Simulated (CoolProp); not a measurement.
Vapour-liquid equilibrium of R1234yf (1) + R1234ze(E) (2) at 58.8 kPa; x and y are mole fractions of (1).

Computed with CoolProp (multi-fluid Helmholtz-energy mixture model, Lemmon 2022 and Thol 2016; pair parameters Bell 2022).

```json
[
 {"x": "0.05", "bubble temperature (K)": "241.6", "y at the bubble point": "0.083", "dew temperature at overall composition x (K)": "241.9", "liquid density (mol/L)": "11.62"},
 {"x": "0.2", "bubble temperature (K)": "239.6", "y at the bubble point": "0.295", "dew temperature at overall composition x (K)": "240.5", "liquid density (mol/L)": "11.59"},
 {"x": "0.35", "bubble temperature (K)": "237.9", "y at the bubble point": "0.469", "dew temperature at overall composition x (K)": "239.1", "liquid density (mol/L)": "11.55"},
 {"x": "0.5", "bubble temperature (K)": "236.4", "y at the bubble point": "0.618", "dew temperature at overall composition x (K)": "237.6", "liquid density (mol/L)": "11.51"},
 {"x": "0.65", "bubble temperature (K)": "235.0", "y at the bubble point": "0.749", "dew temperature at overall composition x (K)": "236.1", "liquid density (mol/L)": "11.47"},
 {"x": "0.8", "bubble temperature (K)": "233.7", "y at the bubble point": "0.866", "dew temperature at overall composition x (K)": "234.4", "liquid density (mol/L)": "11.42"},
 {"x": "0.95", "bubble temperature (K)": "232.4", "y at the bubble point": "0.968", "dew temperature at overall composition x (K)": "232.6", "liquid density (mol/L)": "11.37"}
]
```

No azeotrope shows between x = 0.05 and 0.95.

Pair parameters are fitted to limited data, so mixtures are less certain than the pure fluids.
